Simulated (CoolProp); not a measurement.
Model: reference Helmholtz-energy equation of state, Smukala 2000, in CoolProp.

### Question
For ethylene, give the phase and the cp (kJ/(kg K)) at -3.25 °C and 4.29 bar; 74.35 °C and 4.29 bar; 100.15 °C and 4.29 bar.

### Answer
- -3.25 °C and 4.29 bar: gas; cp 1.50
- 74.35 °C and 4.29 bar: gas; cp 1.73
- 100.15 °C and 4.29 bar: gas; cp 1.82
